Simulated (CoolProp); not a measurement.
Saturation properties of R1234ze(Z).

Values from CoolProp's reference Helmholtz-energy equation of state, Akasaka 2019.

```json
[
 {"T (K)": "294.6", "p (MPa)": "0.1567", "liquid density (kg/m³)": "1234", "vapour density (kg/m³)": "7.821", "liquid cp (kJ/(kg K))": "1.264"},
 {"T (K)": "304.1", "p (MPa)": "0.2170", "liquid density (kg/m³)": "1209", "vapour density (kg/m³)": "10.68", "liquid cp (kJ/(kg K))": "1.292"},
 {"T (K)": "313.5", "p (MPa)": "0.2931", "liquid density (kg/m³)": "1182", "vapour density (kg/m³)": "14.28", "liquid cp (kJ/(kg K))": "1.322"},
 {"T (K)": "323", "p (MPa)": "0.3892", "liquid density (kg/m³)": "1155", "vapour density (kg/m³)": "18.85", "liquid cp (kJ/(kg K))": "1.354"},
 {"T (K)": "332.4", "p (MPa)": "0.5065", "liquid density (kg/m³)": "1126", "vapour density (kg/m³)": "24.49", "liquid cp (kJ/(kg K))": "1.388"},
 {"T (K)": "341.9", "p (MPa)": "0.6506", "liquid density (kg/m³)": "1096", "vapour density (kg/m³)": "31.56", "liquid cp (kJ/(kg K))": "1.427"},
 {"T (K)": "351.3", "p (MPa)": "0.8218", "liquid density (kg/m³)": "1064", "vapour density (kg/m³)": "40.23", "liquid cp (kJ/(kg K))": "1.471"},
 {"T (K)": "360.8", "p (MPa)": "1.027", "liquid density (kg/m³)": "1030", "vapour density (kg/m³)": "51.08", "liquid cp (kJ/(kg K))": "1.523"},
 {"T (K)": "370.3", "p (MPa)": "1.269", "liquid density (kg/m³)": "992.3", "vapour density (kg/m³)": "64.60", "liquid cp (kJ/(kg K))": "1.588"},
 {"T (K)": "379.7", "p (MPa)": "1.549", "liquid density (kg/m³)": "951.8", "vapour density (kg/m³)": "81.46", "liquid cp (kJ/(kg K))": "1.673"}
]
```

It boils at 282.9 K under 1 atm.
